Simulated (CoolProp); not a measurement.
A simple Rankine cycle with R236EA: condensing at 332.15 K, boiler at 2.25 MPa, turbine inlet 411 K, turbine efficiency 0.9, pump efficiency 0.8, no recuperator. Each further row changes one setting.

The numbers come from the reference Helmholtz-energy equation of state, Rui 2013 in CoolProp.

```json
[
 {"case": "as stated", "thermal efficiency (%)": "10.1", "net work (kJ/kg)": "19.6", "heat in (kJ/kg)": "195", "turbine exit temperature (K)": "371.1", "volume ratio over the turbine": "4.40"},
 {"case": "condensing temperature 324.15 K", "thermal efficiency (%)": "11.3", "net work (kJ/kg)": "23.2", "heat in (kJ/kg)": "205", "turbine exit temperature (K)": "365.9", "volume ratio over the turbine": "5.52"},
 {"case": "boiler pressure 1.57 MPa", "thermal efficiency (%)": "7.7", "net work (kJ/kg)": "15.8", "heat in (kJ/kg)": "205", "turbine exit temperature (K)": "384.7", "volume ratio over the turbine": "2.82"},
 {"case": "turbine efficiency 0.8", "thermal efficiency (%)": "8.9", "net work (kJ/kg)": "17.2", "heat in (kJ/kg)": "195", "turbine exit temperature (K)": "373.4", "volume ratio over the turbine": "4.43"}
]
```
